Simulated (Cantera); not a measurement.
Input: 1 mol SiCl₄, 3.6 mol HCl, 1.2 mol H₂, equilibrated at 602 °C and 75.0 Torr.

Cantera equilibrium calculation (NASA polynomials, part measured and part estimated; ideal gas, pure solids and liquids). Candidate condensed phases: Si; 19 gas species. Kinetics and transport are ignored.

Problem. What is the equilibrium state?

Solution. 
```json
{
 "x(HCl)": "0.621",
 "x(H₂)": "0.207",
 "x(SiCl₄)": "0.172",
 "x(SiHCl₃)": "0.000126",
 "x(SiCl₃)": "2.41e-6",
 "gas_amount": "5.800 mol",
 "log10 activity of Si(s) (absent)": "-9.09"
}
```
